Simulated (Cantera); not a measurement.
An isothermal, constant-pressure homogeneous reactor starts with C2H6 : N2 = 1 : 34 (molar parts), at 1023 K and 310 Pa. Integrator tolerance rtol = 1e-08.

Model: GRI-Mech 3.0 (53 species, 325 reactions), integrated in Cantera. GRI-Mech 3.0 stops at C3 and has no aromatics, soot or wall deposition, so with more carbon than oxygen in the feed, carbon stays in small species such as C2H2 where larger ones or solid carbon would form. Radical loss at walls, strong at low pressure, is not modelled.

**Question.** What does this change do: temperature 1023 to 1500 K?

**Answer.** 
```csv
quantity,before,after
x(C2H6) at 70.0 s,0.00234 (gas-phase equilibrium 1.25e-7),6.62e-8 (gas-phase equilibrium <1e-12)
x(C2H2) at 70.0 s,0.00237 (gas-phase equilibrium 0.0108),0.0261 (gas-phase equilibrium 0.00717)
x(HCN) at 70.0 s,9.35e-12 (gas-phase equilibrium 0.0265),4.65e-6 (gas-phase equilibrium 0.0397)
x(H) at 70.0 s,6.55e-7 (gas-phase equilibrium 1.61e-8),4.33e-5 (gas-phase equilibrium 7.40e-5)
x(C2H) at 70.0 s,1.46e-12 (gas-phase equilibrium <1e-12),4.16e-8 (gas-phase equilibrium 1.85e-8)
x(C2H4) at 70.0 s,0.0216 (gas-phase equilibrium 0.000478),6.25e-6 (gas-phase equilibrium 3.38e-7)
x(CH3) at 70.0 s,1.90e-6 (gas-phase equilibrium 3.16e-8),3.39e-5 (gas-phase equilibrium 7.73e-8)
```

**Question.** What does this change do: temperature 1023 to 1400 K?

**Answer.** 
```csv
quantity,before,after
x(C2H6) at 70.0 s,0.00234 (gas-phase equilibrium 1.25e-7),3.85e-7 (gas-phase equilibrium 3.60e-12)
x(C2H2) at 70.0 s,0.00237 (gas-phase equilibrium 0.0108),0.0237 (gas-phase equilibrium 0.00797)
x(HCN) at 70.0 s,9.35e-12 (gas-phase equilibrium 0.0265),8.79e-7 (gas-phase equilibrium 0.0381)
x(H) at 70.0 s,6.55e-7 (gas-phase equilibrium 1.61e-8),8.75e-6 (gas-phase equilibrium 2.04e-5)
x(C2H) at 70.0 s,1.46e-12 (gas-phase equilibrium <1e-12),4.57e-9 (gas-phase equilibrium 2.92e-9)
x(C2H4) at 70.0 s,0.0216 (gas-phase equilibrium 0.000478),2.24e-5 (gas-phase equilibrium 1.10e-6)
x(CH3) at 70.0 s,1.90e-6 (gas-phase equilibrium 3.16e-8),2.74e-5 (gas-phase equilibrium 7.08e-8)
```
